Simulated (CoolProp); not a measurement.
R1123 along the isobar 5.75 MPa: Z from the reference equation and from simpler models built on Tc = 331.7 K, pc = 4.549 MPa, ω = 0.243; each cubic takes its own stable root.

Computed with CoolProp (reference Helmholtz-energy equation of state, Akasaka 2020).

```json
[
 {"T (K)": "305.3", "phase": "liquid", "reference": "…", "Redlich-Kwong": "…", "Soave-Redlich-Kwong": "0.2125", "Peng-Robinson": "0.1887"},
 {"T (K)": "327.1", "phase": "liquid", "reference": "0.2044", "Redlich-Kwong": "0.2497", "Soave-Redlich-Kwong": "0.2468", "Peng-Robinson": "0.2217"},
 {"T (K)": "348.9", "phase": "supercritical", "reference": "…", "Redlich-Kwong": "0.4228", "Soave-Redlich-Kwong": "0.4711", "Peng-Robinson": "0.4435"},
 {"T (K)": "370.8", "phase": "supercritical", "reference": "0.6368", "Redlich-Kwong": "0.6163", "Soave-Redlich-Kwong": "0.6569", "Peng-Robinson": "0.6257"},
 {"T (K)": "392.6", "phase": "supercritical", "reference": "0.7299", "Redlich-Kwong": "0.7071", "Soave-Redlich-Kwong": "0.7485", "Peng-Robinson": "0.7179"},
 {"T (K)": "414.5", "phase": "supercritical", "reference": "0.7911", "Redlich-Kwong": "0.7667", "Soave-Redlich-Kwong": "0.8091", "Peng-Robinson": "0.7797"},
 {"T (K)": "436.3", "phase": "supercritical", "reference": "0.8353", "Redlich-Kwong": "0.8096", "Soave-Redlich-Kwong": "…", "Peng-Robinson": "0.8247"},
 {"T (K)": "458.2", "phase": "supercritical", "reference": "0.8691", "Redlich-Kwong": "0.8424", "Soave-Redlich-Kwong": "0.8859", "Peng-Robinson": "…"},
 {"T (K)": "480", "phase": "supercritical", "reference": "0.8957", "Redlich-Kwong": "0.8682", "Soave-Redlich-Kwong": "0.9117", "Peng-Robinson": "0.8864"}
]
```

**Question.** Complete the blanks.

**Answer.** 
- 305.3, reference: 0.1851
- 305.3, Redlich-Kwong: 0.2195
- 348.9, reference: 0.4374
- 436.3, Soave-Redlich-Kwong: 0.8528
- 458.2, Peng-Robinson: 0.8593
